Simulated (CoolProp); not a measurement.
The fluid at 293.15 K and 0.409 MPa expands adiabatically to 0.0528 MPa with isentropic efficiency 0.9. The same conditions are run with several fluids, on thermodynamics alone (safety and materials aside).

Values from CoolProp's reference Helmholtz-energy equation of state of each fluid (carbonyl sulfide: Lemmon 2006; CH3F (R41): Lemmon 2006; sulfur hexafluoride: Guder 2009; carbon monoxide: Lemmon 2006).

Question: Rank carbonyl sulfide, CH3F (R41), sulfur hexafluoride, carbon monoxide by work (kJ/kg), highest first.

Answer: carbon monoxide (121), CH3F (R41) (102), carbonyl sulfide (58.9), sulfur hexafluoride (27.2)

```json
[
 {"fluid": "carbonyl sulfide", "final temperature (K)": "209.9", "final phase": "two-phase, vapour fraction 0.970", "final density (kg/m³)": "1.91"},
 {"fluid": "CH3F (R41)", "final temperature (K)": "191.1", "final phase": "gas", "final density (kg/m³)": "1.16"},
 {"fluid": "sulfur hexafluoride", "final temperature (K)": "245.3", "final phase": "gas", "final density (kg/m³)": "3.82"},
 {"fluid": "carbon monoxide", "final temperature (K)": "176.0", "final phase": "gas", "final density (kg/m³)": "1.01"}
]
```
